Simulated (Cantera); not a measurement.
An isothermal, constant-pressure homogeneous reactor starts with H2 : O2 : N2 = 0.086 : 1 : 0.35 (molar parts), at 1175 K and 27.8 Torr.

Computed with Cantera and the H2/O2 subset of GRI-Mech 3.0, which has no nitrogen chemistry. Radical loss at walls, strong at low pressure, is not modelled. The temperature is held fixed by assumption; the heat of reaction is taken as removed at once.

One state of this run: x H2 = 0.000595; x O2 = 0.676; x H = 0.00263; x HO2 = 8.21e-6; x H2O2 = 2.86e-7. x: mole fraction; the columns are a selection and need not sum to one.

Which value of t (s) does it belong to?
A. 0.00632
B. 0.200
C. 35.6
D. 0.00112

A, 0.00632
